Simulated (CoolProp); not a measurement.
Vapour-liquid equilibrium of carbon dioxide (1) + n-perfluorobutane (2) at -34.55 °C; x and y are mole fractions of (1).

Values from CoolProp's multi-fluid Helmholtz-energy mixture model, Span 1996 and Gao 2022; pair parameters Bell 2016.

```csv
x,"bubble pressure, mixture model (MPa)","bubble pressure, Raoult's law (MPa)","y, mixture model","y, Raoult's law"
0.05,0.1105,0.08189,0.804,0.746
0.15,0.3137,0.2019,0.933,0.908
0.25,0.5072,0.3218,0.960,0.949
0.35,0.6583,0.4418,0.970,0.968
0.45,0.7626,0.5617,0.975,0.979
0.55,0.8347,0.6817,0.978,0.986
0.65,0.8946,0.8017,0.981,0.990
0.75,0.9603,0.9216,0.985,0.994
0.85,1.045,1.042,0.989,0.997
0.95,1.156,1.162,0.996,0.999
```

The largest gap from Raoult's law is +57.6 % in bubble pressure, at x = 0.25. No azeotrope shows between x = 0.05 and 0.95.

Pair parameters are fitted to limited data, so mixtures are less certain than the pure fluids. The gap from Raoult's law changes sign with composition, which may be real or a fault of the pair parameters; it wasn't checked against measurements. With so large a gap from Raoult's law the liquid may split in two, which this calculation doesn't test in full.
